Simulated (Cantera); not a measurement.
Cantera run, input and output.

```python
import numpy as np
import cantera as ct

gas = ct.Solution("gri30.yaml")
gas.TPX = 1350, 100000, {'CH4': 1, 'C2H6': 0.045, 'C3H8': 0.051, 'O2': 4.83, 'N2': 28, 'H2O': 2.4}
reactor = ct.IdealGasReactor(gas, energy="on", clone=False)
net = ct.ReactorNet([reactor])
net.rtol, net.atol = 1e-08, 1e-16
show = ['CH4', 'C2H6', 'C3H8', 'H', 'CH2CO', 'HCN']
times = np.geomspace(1e-06, 0.6, 13)

steps = ct.SolutionArray(gas, extra=["t"])
rows = []
print(f"{'t/s':>10s}{'T/K':>9s}{'P/Pa':>11s}" + "".join(f"{s:>11s}" for s in show))
for t in times:
    while net.time < t:
        t_next = net.step()
        steps.append(gas.state, t=t_next)
    rows.append([np.interp(t, steps.t, y) for y in (steps.T, steps.P, *steps(*show).X.T)])
    print(f"{t:10.3e}{rows[-1][0]:9.1f}{rows[-1][1]:11.4g}" + "".join(f"{x:11.3e}" for x in rows[-1][2:]))
rate = np.gradient(steps.T, steps.t)
print("integrator steps:", len(steps.t))
if steps.T.max() > steps.T[0] + 200:
    print(f"time of steepest temperature rise: {steps.t[rate.argmax()]:.4e} s")
gas.TPX = 1350, 100000, {'CH4': 1, 'C2H6': 0.045, 'C3H8': 0.051, 'O2': 4.83, 'N2': 28, 'H2O': 2.4}
gas.equilibrate("UV")
print(f"equilibrium (UV): T = {gas.T:.1f} K  " + "  ".join(f"{s} {gas[s].X[0]:.3e}" for s in show))
```

Result:

```
       t/s      T/K       P/Pa        CH4       C2H6       C3H8          H      CH2CO        HCN
 1.000e-06   1350.0      1e+05  2.753e-02  1.239e-03  1.404e-03  2.613e-08  1.024e-15  1.225e-21
 3.030e-06   1350.0      1e+05  2.753e-02  1.239e-03  1.403e-03  9.938e-08  4.338e-13  2.084e-20
 9.184e-06   1350.0      1e+05  2.753e-02  1.238e-03  1.401e-03  1.689e-07  3.797e-11  9.796e-19
 2.783e-05   1349.9  9.999e+04  2.752e-02  1.236e-03  1.395e-03  2.088e-07  9.056e-10  2.200e-17
 8.434e-05   1349.7  9.998e+04  2.749e-02  1.229e-03  1.372e-03  4.221e-07  2.318e-08  7.947e-16
 2.556e-04   1350.4      1e+05  2.728e-02  1.236e-03  1.275e-03  9.335e-07  8.302e-07  3.865e-14
 7.746e-04   1359.3  1.008e+05  2.597e-02  1.320e-03  8.891e-04  2.777e-06  2.305e-05  8.438e-13
 2.347e-03   2207.3  1.641e+05  1.301e-20  2.951e-37  5.330e-54  1.008e-04  1.968e-23  7.415e-14
 7.114e-03   2207.1  1.641e+05  1.278e-20  1.048e-38  3.523e-56  9.962e-05  1.915e-23  7.581e-14
 2.156e-02   2206.0   1.64e+05  1.259e-20  1.077e-38  1.980e-56  9.878e-05  1.872e-23  8.224e-14
 6.533e-02   2203.0  1.638e+05  1.207e-20  9.908e-39  1.776e-56  9.654e-05  1.757e-23  9.709e-14
 1.980e-01   2196.8  1.633e+05  1.105e-20  8.484e-39  1.417e-56  9.209e-05  1.533e-23  1.180e-13
 6.000e-01   2191.5  1.629e+05  1.022e-20  7.671e-39  9.707e-57  8.843e-05  1.357e-23  1.286e-13
integrator steps: 1795
time of steepest temperature rise: 1.3006e-03 s
equilibrium (UV): T = 2190.9 K  CH4 1.580e-20  C2H6 1.210e-38  C3H8 2.108e-56  H 8.801e-05  CH2CO 1.799e-23  HCN 1.295e-13
```

Cantera simulation using GRI-Mech 3.0 (53 species, 325 reactions); the numbers are that mechanism's predictions, not measurements.
